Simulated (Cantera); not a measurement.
Input: 1 mol HBr, 1.5 mol H2, 0.046 mol O2, at 2177 °C and 1.00 bar.

Equilibrium computed with Cantera from the NASA thermochemical tables; the gas is ideal and each condensed phase is pure. Candidate condensed phases: Br2, H2O; 12 gas species. Equilibrium is a limit: real reactors are often held back by kinetics, nucleation or transport.

Base state: H2 0.570, HBr 0.293, Br 0.0863, H2O 0.0347, H 0.0152, OH 0.000181, Br2 0.000158 (mole fractions); condensed: gas only.

Question: What changes in the equilibrium state with this change: O2 from 0.046 to 0.21 mol?

Answer: 
```csv
species,before,after
H2,0.570,0.450
HBr,0.293,0.284
H2O,0.0347,0.158
H,0.0152,0.0135
Br,0.0863,0.0941
O,3.19e-6,1.84e-5
OH,0.000181,0.000925
```
